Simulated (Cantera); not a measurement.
Input (Python, Cantera):

```python
import numpy as np
import cantera as ct

gas = ct.Solution("h2o2.yaml")
gas.TPX = 600, 13000, {'H2': 1, 'O2': 0.217, 'N2': 0.817, 'H2O': 0.0062}
flame = ct.FreeFlame(gas, width=0.17)
flame.set_refine_criteria(ratio=3, slope=0.08, curve=0.16)
flame.transport_model = "mixture-averaged"
flame.solve(loglevel=0, auto=True)
z, T = flame.grid, flame.T
thick = (T[-1] - T[0]) / np.gradient(T, z).max()
show = ['H2', 'O2', 'OH', 'H2O', 'O', 'H2O2']
print(f"laminar burning velocity  {flame.velocity[0] * 100:.3f} cm/s")
print(f"burnt temperature         {T[-1]:.1f} K")
print(f"thermal thickness         {thick * 1e3:.4f} mm")
print(f"grid points               {len(z)}")
z0 = z[flame.heat_release_rate.argmax()]
print(f"{'z/mm':>9s}{'T/K':>9s}{'u/(m/s)':>9s}" + "".join(f"{s:>11s}" for s in show))
rows = []
for k in (-3, -2, -1.5, -1, -0.5, -0.25, 0, 0.25, 0.5, 1, 2, 4, 8):
    zz = z0 + k * thick
    rows.append([k * thick, np.interp(zz, z, T), np.interp(zz, z, flame.velocity),
                 *(np.interp(zz, z, flame.X[gas.species_index(s)]) for s in show)])
    print(f"{rows[-1][0] * 1e3:9.3f}{rows[-1][1]:9.1f}{rows[-1][2]:9.3f}" + "".join(f"{x:11.3e}" for x in rows[-1][3:]))
```

Result:

```
laminar burning velocity  673.763 cm/s
burnt temperature         2176.2 K
thermal thickness         6.4973 mm
grid points               139
     z/mm      T/K  u/(m/s)         H2         O2         OH        H2O          O       H2O2
  -19.492    600.0    6.738  4.901e-01  1.064e-01  2.307e-17  3.039e-03  3.613e-16  3.440e-16
  -12.995    600.0    6.738  4.901e-01  1.064e-01  2.050e-14  3.039e-03  3.016e-13  2.999e-15
   -9.746    600.0    6.738  4.901e-01  1.064e-01  1.413e-12  3.039e-03  1.856e-11  1.532e-13
   -6.497    600.0    6.738  4.901e-01  1.064e-01  1.274e-09  3.039e-03  4.666e-09  2.706e-10
   -3.249    613.8    6.881  4.879e-01  1.061e-01  2.846e-05  3.962e-03  1.212e-05  3.663e-07
   -1.624    744.3    8.245  4.616e-01  1.017e-01  2.063e-04  1.628e-02  2.617e-04  2.385e-07
    0.000   1094.4   11.844  3.219e-01  5.407e-02  1.625e-03  1.158e-01  3.706e-03  1.688e-07
    1.624   1313.5   14.126  2.314e-01  4.407e-03  2.095e-03  2.134e-01  1.842e-03  8.235e-08
    3.249   1395.1   14.926  2.304e-01  6.834e-04  2.327e-03  2.220e-01  1.166e-03  7.253e-08
    6.497   1490.4   15.837  2.391e-01  4.904e-04  2.830e-03  2.235e-01  1.131e-03  7.278e-08
   12.995   1603.5   16.895  2.499e-01  4.232e-04  3.323e-03  2.252e-01  1.031e-03  6.060e-08
   25.989   1724.4   17.998  2.614e-01  3.231e-04  3.611e-03  2.275e-01  8.292e-04  4.015e-08
   51.979   1838.8   19.015  2.722e-01  2.186e-04  3.553e-03  2.301e-01  5.860e-04  2.314e-08
```

Detailed kinetics in Cantera: the H2/O2 subset of GRI-Mech 3.0, which has no nitrogen chemistry. Burning velocities carry a grid error of a few per cent, more on coarse grids.
